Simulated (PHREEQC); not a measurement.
A made-up water analysis in mg/L, 35 °C, pH 2.93, pe 9.5: Na 190; K 14.8; Ca 91.1; Mg 46.7; Cl 152; S(6) as SO4 733; Si as SiO2 2.73.

Cl is adjusted to close the charge balance.
Valence states are taken as typed.

Computed with PHREEQC (ion-association model, wateq4f.dat).

| quantity | before | after |
|---|---|---|
| ionic strength (mol/kgw) | 0.0242 | 0.0446 |
| SO4-2 (mol/kgw) | 0.00568 | 0.0108 |
| Ca+2 (mol/kgw) | 0.00164 | 0.00297 |
| Mg+2 (mol/kgw) | 0.00126 | 0.00221 |
| HSO4- (mol/kgw) | 0.000522 | 0.000881 |
| SI of Quartz (SiO2) | -0.50 | -0.20 |
| SI of Gypsum (CaSO4:2H2O) | -0.95 | -0.55 |

Problem. Name the change that produced these shifts.
A. Na from 190 to 380 mg/L
B. all concentrations times 2 at the same typed pH
C. temperature from 35 to 60 °C at the same typed pH

Solution. B, all concentrations times 2 at the same typed pH

This is a speciation only: nothing precipitates in the calculation.
